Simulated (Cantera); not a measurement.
Premixed flame

A freely propagating, adiabatic, planar premixed flame of 25.8 % H₂, 15.5 % O₂, 58.6 % N₂, 0.121 % H₂O, equivalence ratio 0.83, unburnt at 550 K and 15000 Pa; mixture-averaged transport, grid criteria slope 0.08 and curve 0.16, no radiation.

Computed with Cantera and the H2/O2 subset of GRI-Mech 3.0, which has no nitrogen chemistry. Burning velocities carry a grid error of a few per cent, more on coarse grids.

```json
[
 {"z (mm)": "-16.1", "T (K)": "550", "u (m/s)": "4.64", "x H₂": "0.258", "x O₂": "0.155", "x HO₂": "<1e-8", "x H₂O₂": "<1e-8", "x OH": "<1e-8", "x H₂O": "0.00121"},
 {"z (mm)": "-10.8", "T (K)": "550", "u (m/s)": "4.64", "x H₂": "0.258", "x O₂": "0.155", "x HO₂": "<1e-8", "x H₂O₂": "<1e-8", "x OH": "<1e-8", "x H₂O": "0.00121"},
 {"z (mm)": "-8.06", "T (K)": "550", "u (m/s)": "4.64", "x H₂": "0.258", "x O₂": "0.155", "x HO₂": "<1e-8", "x H₂O₂": "<1e-8", "x OH": "<1e-8", "x H₂O": "0.00121"},
 {"z (mm)": "-5.38", "T (K)": "550", "u (m/s)": "4.64", "x H₂": "0.258", "x O₂": "0.155", "x HO₂": "1.68e-7", "x H₂O₂": "<1e-8", "x OH": "<1e-8", "x H₂O": "0.00121"},
 {"z (mm)": "-2.69", "T (K)": "556", "u (m/s)": "4.69", "x H₂": "0.256", "x O₂": "0.155", "x HO₂": "6.70e-5", "x H₂O₂": "9.82e-7", "x OH": "2.53e-5", "x H₂O": "0.00158"},
 {"z (mm)": "-1.34", "T (K)": "690", "u (m/s)": "5.74", "x H₂": "0.234", "x O₂": "0.152", "x HO₂": "4.66e-5", "x H₂O₂": "2.09e-6", "x OH": "0.000375", "x H₂O": "0.0131"},
 {"z (mm)": "0", "T (K)": "1085", "u (m/s)": "8.74", "x H₂": "0.116", "x O₂": "0.110", "x HO₂": "1.91e-5", "x H₂O₂": "9.05e-7", "x OH": "0.00291", "x H₂O": "0.103"},
 {"z (mm)": "1.34", "T (K)": "1364", "u (m/s)": "10.9", "x H₂": "0.0375", "x O₂": "0.0575", "x HO₂": "8.58e-6", "x H₂O₂": "1.07e-6", "x OH": "0.00795", "x H₂O": "0.193"},
 {"z (mm)": "2.69", "T (K)": "1488", "u (m/s)": "11.8", "x H₂": "0.0325", "x O₂": "0.0503", "x HO₂": "6.42e-6", "x H₂O₂": "7.89e-7", "x OH": "0.0104", "x H₂O": "0.206"},
 {"z (mm)": "5.38", "T (K)": "1628", "u (m/s)": "12.7", "x H₂": "0.0324", "x O₂": "0.0468", "x HO₂": "4.93e-6", "x H₂O₂": "4.54e-7", "x OH": "0.0131", "x H₂O": "0.215"},
 {"z (mm)": "10.8", "T (K)": "1779", "u (m/s)": "13.8", "x H₂": "0.0308", "x O₂": "0.0434", "x HO₂": "3.70e-6", "x H₂O₂": "2.36e-7", "x OH": "0.0155", "x H₂O": "0.225"},
 {"z (mm)": "21.5", "T (K)": "1930", "u (m/s)": "14.8", "x H₂": "0.0273", "x O₂": "0.0399", "x HO₂": "2.69e-6", "x H₂O₂": "1.27e-7", "x OH": "0.0171", "x H₂O": "0.237"},
 {"z (mm)": "43.0", "T (K)": "2073", "u (m/s)": "15.7", "x H₂": "0.0221", "x O₂": "0.0367", "x HO₂": "1.99e-6", "x H₂O₂": "7.91e-8", "x OH": "0.0173", "x H₂O": "0.250"}
]
```
x: mole fraction of selected species; z is measured from the peak of heat release.

```json
{
 "laminar_burning_velocity": "464 cm/s",
 "thermal_thickness": "5.38 mm",
 "peak x(HO₂)": "7.15e-5",
 "peak x(H₂O₂)": "2.45e-6",
 "peak x(OH)": "0.0174",
 "grid_points": "139"
}
```
